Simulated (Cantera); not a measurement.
Hydrogen reduction and annealing atmospheres: V₂O₅ + H₂

Feed: 1 mol V₂O₅, 8.1 mol H₂, at 13.3 mbar.

Cantera equilibrium calculation (NASA polynomials, part measured and part estimated; ideal gas, pure solids and liquids). Candidate condensed phases: H₂O, V, VO, V₂O₃, V₂O₄, V₂O₅; 12 gas species. Condensed phases not in the tables: the oxides between V₂O₃ and V₂O₅ other than VO₂. Kinetics and transport are ignored.

From 1400 K to 2000 K the condensed part is V₂O₃(s). The main V-bearing gas is VO₂ throughout.

```
T (K)   x H₂  x H₂O       x H     x VO₂      x OH      x VO  n V₂O₃(s)
-----  -----  -----  --------  --------  --------  --------  ---------
1400   0.753  0.247   3.66e-5   1.79e-8   2.38e-7  1.47e-11       1.00
1450   0.753  0.247   7.11e-5   7.36e-8   5.59e-7  8.36e-11       1.00
1500   0.753  0.247  0.000132   2.75e-7   1.24e-6  4.21e-10      1.000
1550   0.753  0.247  0.000237   9.38e-7   2.61e-6   1.90e-9      1.000
1600   0.753  0.247  0.000409   2.96e-6   5.25e-6   7.78e-9      1.000
1650   0.752  0.247  0.000682   8.66e-6   1.01e-5   2.91e-8      1.000
1700   0.752  0.247   0.00111   2.38e-5   1.88e-5   1.01e-7      1.000
1750   0.752  0.247   0.00175   6.13e-5   3.36e-5   3.22e-7      1.000
1800   0.751  0.246   0.00269  0.000150   5.82e-5   9.64e-7      0.999
1850   0.749  0.246   0.00404  0.000347   9.80e-5   2.71e-6      0.999
1900   0.748  0.245   0.00594  0.000768  0.000160   7.20e-6      0.997
1950   0.745  0.244   0.00857   0.00163  0.000255   1.81e-5      0.993
2000   0.742  0.243    0.0121   0.00330  0.000396   4.36e-5      0.986
```
x: gas mole fraction; n: condensed amount in mol.
